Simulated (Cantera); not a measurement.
Gas-phase reforming

An isothermal, constant-pressure homogeneous reactor starts with 18.0 % CH4, 81.0 % CO2, 1.04 % H2, at 1473 K and 10.0 bar.

Cantera simulation using GRI-Mech 3.0 (53 species, 325 reactions); the numbers are that mechanism's predictions, not measurements.

```csv
t (s),x CH4,x CO2,x H2,x OH,x C2H
0.00100,0.179,0.809,0.0106,2.30e-9,<1e-12
0.00388,0.178,0.809,0.0113,3.45e-9,1.08e-12
0.0151,0.171,0.802,0.0154,5.77e-9,3.31e-11
0.0585,0.149,0.771,0.0265,1.34e-8,2.36e-10
0.227,0.0931,0.661,0.0275,4.00e-8,7.94e-10
0.881,0.0291,0.504,0.0330,8.90e-8,1.46e-9
3.42,0.0232,0.404,0.0560,7.43e-8,4.85e-10
13.3,0.0140,0.331,0.0824,6.03e-8,5.00e-11
51.5,0.00266,0.299,0.0987,5.60e-8,<1e-12
200,2.40e-5,0.293,0.102,5.57e-8,<1e-12
```
x: mole fraction; the columns are a selection and need not sum to one.

Equilibrium at this temperature and pressure: CH4 1.63e-6, CO2 0.293, H2 0.102, OH 5.58e-8, C2H <1e-12 (gas phase only).
